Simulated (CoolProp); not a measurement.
The fluid at 325.39 K and 0.349 MPa expands adiabatically to 0.141 MPa with isentropic efficiency 0.85. The same conditions are run with several fluids, on thermodynamics alone (safety and materials aside).

Computed with CoolProp (reference Helmholtz-energy equation of state of each fluid (R236EA: Rui 2013; propane: Lemmon 2009; vinyl chloride: Thol 2022; isobutene: Lemmon 2005; R407C: Lemmon 2003)). Blends and air are pseudo-pure fits.

```
fluid           work (kJ/kg)  final temperature (K)  final density (kg/m³)
--------------  ------------  ---------------------  ---------------------
R236EA                  12.4                    ___                   8.76
propane                 43.4                    ___                    ___
vinyl chloride          29.8                  287.6                   3.80
isobutene               33.6                    ___                    ___
R407C                   22.2                  296.3                   5.05
```

**Question.** Some entries are withheld; supply them.

**Answer.** 
- R236EA, final temperature (K): 307.5
- propane, final temperature (K): 297.6
- propane, final density (kg/m³): 2.57
- isobutene, final temperature (K): 301.1
- isobutene, final density (kg/m³): 3.28
